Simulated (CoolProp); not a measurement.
R1234ze(Z) along the isotherm 297.2 K: fugacity coefficient from the reference equation and from simpler models built on Tc = 423.3 K, pc = 3531 kPa, ω = 0.327; each cubic takes its own stable root.

The numbers come from the reference Helmholtz-energy equation of state, Akasaka 2019 in CoolProp.

```json
[
 {"p (kPa)": "5.58", "phase": "gas", "reference": "0.9978"},
 {"p (kPa)": "8.42", "phase": "gas", "reference": "0.9967"},
 {"p (kPa)": "12.7", "phase": "gas", "reference": "0.9951"},
 {"p (kPa)": "19.2", "phase": "gas", "reference": "0.9925"},
 {"p (kPa)": "28.9", "phase": "gas", "reference": "0.9888"},
 {"p (kPa)": "43.6", "phase": "gas", "reference": "0.9830"},
 {"p (kPa)": "65.8", "phase": "gas", "reference": "0.9744"},
 {"p (kPa)": "99.3", "phase": "gas", "reference": "0.9614"},
 {"p (kPa)": "150", "phase": "gas", "reference": "0.9418"},
 {"p (kPa)": "226", "phase": "liquid", "reference": "0.7107"},
 {"p (kPa)": "341", "phase": "liquid", "reference": "0.4730"},
 {"p (kPa)": "514", "phase": "liquid", "reference": "0.3159"},
 {"p (kPa)": "776", "phase": "liquid", "reference": "0.2113"},
 {"p (kPa)": "1170", "phase": "liquid", "reference": "0.1422"},
 {"p (kPa)": "1770", "phase": "liquid", "reference": "0.09615"}
]
```

How far does each simpler model (van der Waals, Redlich-Kwong, Soave-Redlich-Kwong, Peng-Robinson) lie from the reference over these 15 states: mean and median of the absolute difference, and the worst?


- van der Waals: mean 78.8 %, median 2.0 %, worst +291.9 % at 297.2 K and 1770 kPa
- Redlich-Kwong: mean 29.8 %, median 1.4 %, worst +83.6 % at 297.2 K and 1770 kPa
- Soave-Redlich-Kwong: mean 1.2 %, median 1.0 %, worst +3.1 % at 297.2 K and 1770 kPa
- Peng-Robinson: mean 0.8 %, median 0.8 %, worst +1.8 % at 297.2 K and 1770 kPa

At some of these states van der Waals, Redlich-Kwong gives the other phase, because its saturation line lies elsewhere.
